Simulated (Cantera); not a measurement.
Mixture: CO : H2 : CH4 : O2 : N2 : H2O = 1 : 0.22 : 0.11 : 1.48 : 5.57 : 0.31 (molar parts), equivalence ratio 0.56, at 255 Torr, adiabatic and at constant volume. Ignition delay is the time to a rise of 400 K.

Model: GRI-Mech 3.0 (53 species, 325 reactions), integrated in Cantera. Below about 1000 K GRI-Mech 3.0 lacks low-temperature oxidation paths. Below about 950 K walls govern HO2 and H2O2 in real vessels.

Task: Predict: delay at 898 K; delay at 998 K; delay at 1098 K; delay at 1198 K.

Result: 
| Property | Result |
|---|---|
| delay at 898 K | 23.5 ms |
| delay at 998 K | 2.50 ms |
| delay at 1098 K | 0.850 ms |
| delay at 1198 K | 0.457 ms |
